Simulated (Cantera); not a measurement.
Feed: 1 mol Si₂H₆, 5.4 mol NO, 73 mol H₂, at 700 K and 15.0 Pa.

Method: chemical equilibrium by Gibbs-energy minimisation in Cantera with the NASA 1993 tables (ideal gas, pure condensed phases). Candidate condensed phases: H₂O, Si, SiO₂, Si₂N₂O, Si₃N₄; 35 gas species. The feed counts by its element totals alone. Kinetics and transport are ignored.

Base state: H₂ 0.948, N₂ 0.0343, H₂O 0.0178 (mole fractions); condensed: SiO₂(α-quartz).

### Question
What changes in the equilibrium state with this change: NO from 5.4 to 4 mol?

### Answer
```
species              before    after
-------------------  ------  -------
H₂                    0.948    0.974
N₂                   0.0343   0.0256
H₂O                  0.0178  2.40e-7
SiO₂(α-quartz), mol    2.00     2.00
```
